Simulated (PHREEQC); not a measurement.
Buffer: an equilibrium model

Solution (78 °C): 0.018 mol NaHCO3, 0.012 mol Na2CO3 and 0.075 mol NaCl per kg of water. Closed to the air; pH follows from the charge balance.

Computed with PHREEQC (ion-association model, wateq4f.dat).

Precipitation was switched off in this run.

Task: What pH, ionic strength does the model give?

Result: pH 8.73; ionic strength 0.108 mol/kgw.

Task: In which forms is Na present?

Result: Na+ 91 %, NaCO3- 8.8 %, NaHCO3 0.5 % of the Na.

Constants without temperature data keep their 25 °C values here.
